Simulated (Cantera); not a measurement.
A perfectly stirred reactor is fed with 4.45 % CH4, 0.623 % CO, 16.2 % O2, 61.0 % N2, 17.8 % CO2, equivalence ratio 0.57, at 100000 Pa; it is adiabatic with a 575 K inlet, and is followed from long to short residence time, starting on the burning branch (τ in s: 0.086, 0.042, 0.02, 0.0099, 0.0048, 0.0023, 0.0011, 0.00055, 0.00027, 0.00013, 6.3e-05, 3.1e-05, 1.5e-05).

Detailed kinetics in Cantera: GRI-Mech 3.0 (53 species, 325 reactions).

Problem. Predict: blow-out, bracketed by the residence times tried; x(CH4) at τ = 86.0 ms; x(CO) at τ = 86.0 ms; x(O2) at τ = 86.0 ms; x(H2O2) at τ = 86.0 ms; x(H2O) at τ = 86.0 ms; x(CH4) at τ = 1.10 ms; x(CO) at τ = 1.10 ms; x(O2) at τ = 1.10 ms; x(H2O2) at τ = 1.10 ms; x(H2O) at τ = 1.10 ms.

Solution. 
| Quantity | Result |
|---|---|
| blow-out, bracketed by the residence times tried | burning at 1.10 ms, out at 0.550 ms |
| x(CH4) at τ = 86.0 ms | 2.57e-5 |
| x(CO) at τ = 86.0 ms | 0.000817 |
| x(O2) at τ = 86.0 ms | 0.0699 |
| x(H2O2) at τ = 86.0 ms | 1.35e-7 |
| x(H2O) at τ = 86.0 ms | 0.0888 |
| x(CH4) at τ = 1.10 ms | 0.000863 |
| x(CO) at τ = 1.10 ms | 0.0144 |
| x(O2) at τ = 1.10 ms | 0.0783 |
| x(H2O2) at τ = 1.10 ms | 1.10e-6 |
| x(H2O) at τ = 1.10 ms | 0.0846 |
